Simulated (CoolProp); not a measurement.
Hexamethyldisiloxane (MM) along the isobar 0.949 MPa: density (kg/m³) from the reference equation and from simpler models built on Tc = 245.6 °C, pc = 1.931 MPa, ω = 0.418; each cubic takes its own stable root.

Model: reference Helmholtz-energy equation of state, Thol 2016, in CoolProp.

| T (°C) | phase | reference | van der Waals | Redlich-Kwong | Soave-Redlich-Kwong | Peng-Robinson |
|---|---|---|---|---|---|---|
| 58.45 | liquid | 725.4 | 440.7 | 642.8 | 678.9 | 765.9 |
| 78.25 | liquid | 703.4 | 428.2 | 621.1 | 659.2 | 744.5 |
| 98.05 | liquid | 680.5 | 414.6 | 597.6 | 637.3 | 720.6 |
| 117.85 | liquid | 656.3 | 399.6 | 571.8 | 612.6 | 693.5 |
| 137.65 | liquid | 630.4 | 382.5 | 543.0 | 584.6 | 662.4 |
| 157.45 | liquid | 602.0 | 362.2 | 510.2 | 552.2 | 626.0 |
| 177.25 | liquid | 569.8 | 56.29 | 471.1 | 513.2 | 581.9 |
| 197.05 | liquid | 530.6 | 51.30 | 54.78 | 463.1 | 524.9 |
| 216.85 | gas | 51.59 | 47.43 | 49.57 | 50.51 | 51.80 |
| 236.75 | gas | 46.55 | 44.27 | 45.64 | 45.84 | 46.90 |
| 256.55 | gas | 42.88 | 41.62 | 42.52 | 42.33 | 43.23 |

At some of these states van der Waals, Redlich-Kwong gives the other phase, because its saturation line lies elsewhere.
